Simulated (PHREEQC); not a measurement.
## Acid rinse or clean

Dissolve 13 mmol/kgw HF and 0.89 mmol/kgw CuSO4 at 25 °C. Closed to the air; pH follows from the charge balance.

Equilibrium calculation in PHREEQC: ion-association model, wateq4f.dat.

Each row changes one thing in this solution. This is a speciation only: nothing precipitates in the calculation.

```json
[
 {"case": "as made", "pH": "2.60", "ionic strength (mol/kgw)": "0.00585", "HF (mol/kgw)": "0.00956", "F- (mol/kgw)": "0.00273", "H2F2 (mol/kgw)": "0.000238", "HF2- (mol/kgw)": "0.000100"},
 {"case": "HF from 0.013 to 0.0117 mol/kgw", "pH": "2.62", "ionic strength (mol/kgw)": "0.00570", "HF (mol/kgw)": "0.00854", "F- (mol/kgw)": "0.00259", "H2F2 (mol/kgw)": "0.000190", "HF2- (mol/kgw)": "8.48e-5"},
 {"case": "CuSO4 left out", "pH": "2.59", "ionic strength (mol/kgw)": "0.00274", "HF (mol/kgw)": "0.00968", "F- (mol/kgw)": "0.00264", "H2F2 (mol/kgw)": "?", "HF2- (mol/kgw)": "9.80e-5"},
 {"case": "CuSO4 from 0.00089 to 0.000178 mol/kgw", "pH": "2.59", "ionic strength (mol/kgw)": "0.00339", "HF (mol/kgw)": "0.00965", "F- (mol/kgw)": "?", "H2F2 (mol/kgw)": "0.000243", "HF2- (mol/kgw)": "9.86e-5"},
 {"case": "CuSO4 from 0.00089 to 0.000979 mol/kgw", "pH": "2.60", "ionic strength (mol/kgw)": "?", "HF (mol/kgw)": "0.00955", "F- (mol/kgw)": "0.00274", "H2F2 (mol/kgw)": "0.000238", "HF2- (mol/kgw)": "0.000101"},
 {"case": "diluted 100-fold with water", "pH": "3.96", "ionic strength (mol/kgw)": "0.000147", "HF (mol/kgw)": "1.82e-5", "F- (mol/kgw)": "?", "H2F2 (mol/kgw)": "8.64e-10", "HF2- (mol/kgw)": "7.81e-9"}
]
```

Question: Fill in the missing entries.

Answer: 
- CuSO4 left out, H2F2 (mol/kgw): 0.000244
- CuSO4 from 0.00089 to 0.000178 mol/kgw, F- (mol/kgw): 0.00266
- CuSO4 from 0.00089 to 0.000979 mol/kgw, ionic strength (mol/kgw): 0.00615
- diluted 100-fold with water, F- (mol/kgw): 0.000112

Species that the database lacks are ignored.
